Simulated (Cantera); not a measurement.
A perfectly stirred reactor is fed with NO : N2 : H2O = 1 : 0.38 : 0.0086 (molar parts), at 1.00 bar; it is held at 2025 K, and followed from long to short residence time.

Detailed kinetics in Cantera: GRI-Mech 3.0 (53 species, 325 reactions).

Task: Predict: x(NO) at τ = 25.0 s; x(N2O) at τ = 25.0 s; x(O) at τ = 25.0 s; x(O2) at τ = 25.0 s; x(N2) at τ = 25.0 s; x(NO) at τ = 37.0 ms; x(N2O) at τ = 37.0 ms; x(O) at τ = 37.0 ms; x(O2) at τ = 37.0 ms; x(N2) at τ = 37.0 ms.

Result: 
```
Quantity                  Value
---------------------  --------
x(NO) at τ = 25.0 s      0.0369
x(N2O) at τ = 25.0 s    9.68e-7
x(O) at τ = 25.0 s     0.000476
x(O2) at τ = 25.0 s       0.341
x(N2) at τ = 25.0 s       0.615
x(NO) at τ = 37.0 ms      0.662
x(N2O) at τ = 37.0 ms  0.000186
x(O) at τ = 37.0 ms    0.000156
x(O2) at τ = 37.0 ms     0.0286
x(N2) at τ = 37.0 ms      0.303
```
